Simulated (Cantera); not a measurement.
Standard-state values (1 bar) from the NASA 1993 polynomials, evaluated with Cantera. Values are per mole of reaction as written; species without (g) are pure solids or liquids, kept so even where they would boil at 1 bar.

O₃(g) + 6 CuF₂(g) = 3 Cu₂O + 12 F(g), with ΔH° = 1900.7 kJ and ΔS° = 341.4 J/K at 300 K.

Task: How far is the shortcut ΔG° ≈ ΔH°(300 K) − T·ΔS°(300 K) from the full temperature-dependent value at 2198, 2273, 2348, 2423, 2498, 2573, 2648, 2723 K?

Result: 
| T (K) | shortcut (kJ) | full (kJ) | difference (kJ) | difference in log10 K | condensed phases |
|---|---|---|---|---|---|
| 2198 | 1150.2 | 779.7 | 370.5 | -8.81 | Cu₂O(l) |
| 2273 | 1124.6 | 726.9 | 397.7 | -9.14 | Cu₂O(l) |
| 2348 | 1099.0 | 673.8 | 425.2 | -9.46 | Cu₂O(l) |
| 2423 | 1073.4 | 620.4 | 452.9 | -9.76 | Cu₂O(l) |
| 2498 | 1047.8 | 566.8 | 480.9 | -10.06 | Cu₂O(l) |
| 2573 | 1022.2 | 513.0 | 509.2 | -10.34 | Cu₂O(l) |
| 2648 | 996.5 | 458.9 | 537.6 | -10.61 | Cu₂O(l) |
| 2723 | 970.9 | 404.6 | 566.3 | -10.86 | Cu₂O(l) |
The shortcut ignores heat capacities and the phase changes listed.
